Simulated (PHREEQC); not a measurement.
Model water analysis in mg/kgw, 50 °C, pH 6.68:

```tsv
constituent	mg/kgw
Na	3940
K	10.2
Ca	1290
Mg	620
Cl	9050
S(6) as SO4	1640
Alkalinity as HCO3	0.568
Li	26.4
```

Cl is adjusted to close the charge balance.
Valence states are taken as typed.

Equilibrium calculation in PHREEQC: Pitzer model, pitzer.dat.

| quantity | before | after |
|---|---|---|
| ionic strength (mol/kgw) | 0.366 | 0.366 |
| HCO3- (mol/kgw) | 8.77e-6 | 1.32e-5 |
| CO2 (mol/kgw) | 2.30e-6 | 3.45e-5 |
| MgOH+ (mol/kgw) | 4.03e-7 | 4.03e-8 |
| HSO4- (mol/kgw) | 1.18e-7 | 1.18e-6 |
| CO3-2 (mol/kgw) | 1.61e-8 | 2.42e-9 |

Q: Which change was made?
(A) temperature from 50 to 15 °C at the same typed pH
(B) Mg from 620 to 310 mg/kgw
(C) pH from 6.68 to 7.18 at the same alkalinity
(D) pH from 6.68 to 5.68 at the same alkalinity

A: D, pH from 6.68 to 5.68 at the same alkalinity

This is a speciation only: nothing precipitates in the calculation. Away from 25 °C the constants follow the database's enthalpies or fits; those with neither stay at their 25 °C values.
